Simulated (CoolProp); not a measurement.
Vapour-liquid equilibrium of acetone (1) + benzene (2) at 79.45 °C; x and y are mole fractions of (1).

The numbers come from the multi-fluid Helmholtz-energy mixture model, Lemmon 2006 and Thol 2012; pair parameters Bell 2016 in CoolProp.

Problem. Give the bubble pressure and the first vapour's composition at x = 0.05, 0.15, 0.55. Is there an azeotrope?

Solution. x = 0.05: 0.1088 MPa, y = 0.128; x = 0.15: 0.1252 MPa, y = 0.311; x = 0.55: 0.1727 MPa, y = 0.703. No azeotrope shows between x = 0.05 and 0.95.

The pair parameters rest on a limited set of measurements; away from them the model extrapolates.
